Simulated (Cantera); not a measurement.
Adiabatic ignition

An adiabatic, constant-pressure homogeneous reactor starts with CH₃OH : O₂ : N₂ = 1 : 1.15 : 4.34 (molar parts), equivalence ratio 1.3, at 1548 K and 1.01 bar.

Computed with Cantera and GRI-Mech 3.0 (53 species, 325 reactions). GRI-Mech 3.0 was tuned for natural gas; its chemistry of methanol as a main component is partial and can be far from experiment.

```tsv
t (s)	T (K)	x CH₃OH	x O₂	x CH₂O	x C₂H	x C₂H₄
9.00e-6	1548	0.154	0.177	0.000202	<1e-12	1.55e-8
2.17e-5	1548	0.153	0.177	0.000674	<1e-12	6.51e-8
5.22e-5	1552	0.150	0.175	0.00344	<1e-12	1.43e-7
0.000126	1804	0.0611	0.120	0.0386	6.52e-12	6.65e-7
0.000303	2655	<1e-12	0.0111	1.10e-9	<1e-12	<1e-12
0.000731	2750	<1e-12	0.00832	1.27e-9	<1e-12	<1e-12
0.00176	2747	<1e-12	0.00782	1.29e-9	<1e-12	<1e-12
0.00424	2743	<1e-12	0.00743	1.30e-9	<1e-12	<1e-12
0.0102	2742	<1e-12	0.00735	1.31e-9	<1e-12	<1e-12
0.0246	2742	<1e-12	0.00735	1.31e-9	<1e-12	<1e-12
0.0593	2742	<1e-12	0.00735	1.31e-9	<1e-12	<1e-12
0.143	2742	<1e-12	0.00735	1.31e-9	<1e-12	<1e-12
0.345	2742	<1e-12	0.00735	1.31e-9	<1e-12	<1e-12
0.830	2742	<1e-12	0.00735	1.31e-9	<1e-12	<1e-12
2.00	2742	<1e-12	0.00735	1.31e-9	<1e-12	<1e-12
```
x: mole fraction; the columns are a selection and need not sum to one.

| Property | Value |
|---|---|
| time of steepest temperature rise | 0.135 ms |
| temperature at 2.00 s | 2742 K |
| equilibrium temperature | 2742 K |
| x(CH₃OH) at 2.00 s | <1e-12 (gas-phase equilibrium <1e-12) |
| x(O₂) at 2.00 s | 0.00735 (gas-phase equilibrium 0.00735) |
| x(CH₂O) at 2.00 s | 1.31e-9 (gas-phase equilibrium 1.31e-9) |
